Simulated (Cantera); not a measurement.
# Low-pressure radical oxidation in H2/O2

A perfectly stirred reactor is fed with H2 : O2 : H2O = 0.27 : 1 : 0.013 (molar parts), at 0.00365 atm; it is held at 1473 K, and followed from long to short residence time.

Detailed kinetics in Cantera: the H2/O2 subset of GRI-Mech 3.0, which has no nitrogen chemistry. Radical loss at walls, strong at low pressure, is not modelled. The temperature is held fixed by assumption; the heat of reaction is taken as removed at once.

```tsv
τ (s)	x H2	x O2	x H2O	x H	x H2O2	x O
17	0.000777	0.746	0.241	0.000729	2.27e-8	0.00502
3.0	0.00234	0.735	0.234	0.00391	3.70e-8	0.0154
0.51	0.00612	0.704	0.213	0.0177	5.03e-8	0.0422
0.088	0.0105	0.664	0.184	0.0435	5.22e-8	0.0771
0.015	0.0137	0.648	0.169	0.0568	5.16e-8	0.0906
0.0026	0.0232	0.653	0.156	0.0598	5.59e-8	0.0838
0.00046	0.0675	0.688	0.115	0.0512	5.71e-8	0.0534
```
x: mole fraction; the columns are a selection and need not sum to one.
